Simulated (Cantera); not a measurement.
Charge: 1 mol C, 0.038 mol H2O, 1.1 mol H2, equilibrated at 1825 °C and 1.10 bar.

Cantera equilibrium calculation (NASA polynomials, part measured and part estimated; ideal gas, pure solids and liquids). Candidate condensed phases: C, C6H6, C7H8, C8H18, H2O; 110 gas species. Rates play no part.

Task: What is the equilibrium state?

Result: 
```
Quantity                 Value
-------------------  ---------
x(H2)                    0.963
x(CO)                   0.0323
x(H)                   0.00288
x(C2H2 (acetylene))    0.00137
x(CH4)                0.000338
x(CH3)                 1.97e-5
x(C2H4)                5.82e-6
x(H2O)                 2.77e-6
n(C(graphite))       0.958 mol
gas amount           1.177 mol
```
